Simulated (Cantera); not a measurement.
An isothermal, constant-pressure homogeneous reactor starts with CH4 : H2O : H2 = 1 : 0.4 : 0.92 (molar parts), at 1625 K and 500000 Pa. Integrator tolerance rtol = 1e-08.

Cantera simulation using GRI-Mech 3.0 (53 species, 325 reactions); the numbers are that mechanism's predictions, not measurements. GRI-Mech 3.0 stops at C3 and has no aromatics, soot or wall deposition, so with more carbon than oxygen in the feed, carbon stays in small species such as C2H2 where larger ones or solid carbon would form.

Task: What does this change do: H2 0.92 to 8 parts?

Result: 
```json
[
 {"quantity": "x(CH4) at 80.0 s", "before": "0.118 (gas-phase equilibrium 0.118)", "after": "0.0528 (gas-phase equilibrium 0.0517)"},
 {"quantity": "x(H2O) at 80.0 s", "before": "1.05e-5 (gas-phase equilibrium 1.07e-5)", "after": "0.00136 (gas-phase equilibrium 1.51e-5)"},
 {"quantity": "x(H2) at 80.0 s", "before": "0.729 (gas-phase equilibrium 0.729)", "after": "0.904 (gas-phase equilibrium 0.906)"},
 {"quantity": "x(C2H4) at 80.0 s", "before": "0.00777 (gas-phase equilibrium 0.00777)", "after": "0.00102 (gas-phase equilibrium 0.000969)"},
 {"quantity": "x(OH) at 80.0 s", "before": "1.64e-11 (gas-phase equilibrium 1.68e-11)", "after": "1.91e-9 (gas-phase equilibrium 2.12e-11)"},
 {"quantity": "x(CO) at 80.0 s", "before": "0.121 (gas-phase equilibrium 0.121)", "after": "0.0377 (gas-phase equilibrium 0.0390)"}
]
```

Task: What does this change do: pressure from 500000 Pa to 2200000 Pa?

Result: 
```json
[
 {"quantity": "x(CH4) at 80.0 s", "before": "0.118 (gas-phase equilibrium 0.118)", "after": "0.175 (gas-phase equilibrium 0.175)"},
 {"quantity": "x(H2O) at 80.0 s", "before": "1.05e-5 (gas-phase equilibrium 1.07e-5)", "after": "0.000119 (gas-phase equilibrium 0.000124)"},
 {"quantity": "x(H2) at 80.0 s", "before": "0.729 (gas-phase equilibrium 0.729)", "after": "0.691 (gas-phase equilibrium 0.691)"},
 {"quantity": "x(C2H4) at 80.0 s", "before": "0.00777 (gas-phase equilibrium 0.00777)", "after": "0.00434 (gas-phase equilibrium 0.00434)"},
 {"quantity": "x(OH) at 80.0 s", "before": "1.64e-11 (gas-phase equilibrium 1.68e-11)", "after": "9.13e-11 (gas-phase equilibrium 9.54e-11)"},
 {"quantity": "x(CO) at 80.0 s", "before": "0.121 (gas-phase equilibrium 0.121)", "after": "0.127 (gas-phase equilibrium 0.127)"}
]
```
The pressure lies above the range GRI-Mech 3.0 was tuned for (to about 10 atm).
